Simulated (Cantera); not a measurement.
A closed system holds: 1 mol SiHCl3, 0.32 mol NH3, a varied amount of H2, at 1673 K and 4200 Pa.

Cantera equilibrium calculation (NASA polynomials, part measured and part estimated; ideal gas, pure solids and liquids). Candidate condensed phases: NH4Cl, Si, Si3N4; 28 gas species. Mutual solubility and eutectic melting of coexisting phases are not modelled. Gases not in the tables: Si2H6 and higher silanes. Equilibrium is a limit: real reactors are often held back by kinetics, nucleation or transport.

Problem. Which condensed phases are stable at each of these points (n(H2) (mol)): 2.7, 3.6, 4.7, 6.1, 8.1, 11, 14, 18, 24, 31, 41, 54, 71?

Solution. 
```
n(H2) (mol)  condensed phases  Si condensed (%)
-----------  ----------------  ----------------
2.7                  Si3N4(s)               1.2
3.6          Si(s) + Si3N4(s)               3.3
4.7                     Si(s)               7.9
6.1                     Si(s)              12.9
8.1                     Si(s)              18.9
11                      Si(s)              25.9
14                      Si(s)              31.7
18                      Si(s)              37.9
24                      Si(s)              45.1
31                      Si(s)              51.5
41                      Si(s)              58.2
54                      Si(s)              64.4
71                      Si(s)              70.1
```

At 2.7 mol H2 the condensed part is Si3N4(s). At 3.6 mol H2 the condensed part is Si(s) + Si3N4(s). From 4.7 mol H2 to 71 mol H2 the condensed part is Si(s).
